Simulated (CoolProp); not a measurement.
Vapour pressure (bar) of C2F6 (R116): the reference equation beside estimates from Tc = 293.0 K, pc = 30.48 bar, ω = 0.257.

Computed with CoolProp (reference Helmholtz-energy equation of state, Lemmon 2006). It is a short technical equation, of lower accuracy than the large ones.

| T (K) | reference | Lee-Kesler | Redlich-Kwong |
|---|---|---|---|
| 232.9 | 5.355 | 5.383 | (withheld) |
| 235.9 | 5.959 | 5.991 | 7.836 |
| 238.8 | 6.590 | 6.624 | 8.537 |
| 241.8 | 7.294 | 7.330 | 9.305 |
| 244.8 | 8.052 | 8.090 | 10.12 |
| 247.7 | 8.839 | 8.878 | 10.95 |
| 250.7 | 9.711 | 9.752 | 11.86 |
| 253.7 | 10.65 | 10.69 | 12.82 |
| 256.7 | 11.65 | 11.69 | 13.83 |
| 259.6 | 12.68 | 12.72 | 14.85 |
| 262.6 | 13.82 | (withheld) | 15.96 |
| 265.6 | 15.03 | (withheld) | 17.13 |
| 268.6 | 16.32 | 16.36 | 18.35 |
| 271.5 | 17.65 | 17.69 | 19.58 |
| 274.5 | 19.11 | 19.15 | 20.91 |

Question: Some entries are withheld; supply them.

Answer: 
- 232.9, Redlich-Kwong: 7.154
- 262.6, Lee-Kesler: 13.86
- 265.6, Lee-Kesler: 15.07

Absolute difference from the reference over all 15 rows, mean and median: Lee-Kesler 0.4 and 0.4 %, Redlich-Kwong 20.8 and 20.4 %.
